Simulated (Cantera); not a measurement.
Feed: 1 mol CuO, 0.55 mol C, 0.37 mol CO, equilibrated at 2100 K.

Equilibrium computed with Cantera from the NASA thermochemical tables; the gas is ideal and each condensed phase is pure. Candidate condensed phases: C, Cu, CuO, Cu2O; 15 gas species. Equilibrium is a limit: real reactors are often held back by kinetics, nucleation or transport.

Question: At 42.0 Pa, list the 6 most abundant gas species with their mole fractions, and the condensed phases.

Answer: Cu 0.511, CO 0.270, CO2 0.200, O2 0.0112, O 0.00719, CuO 0.000108. Condensed: gas only.
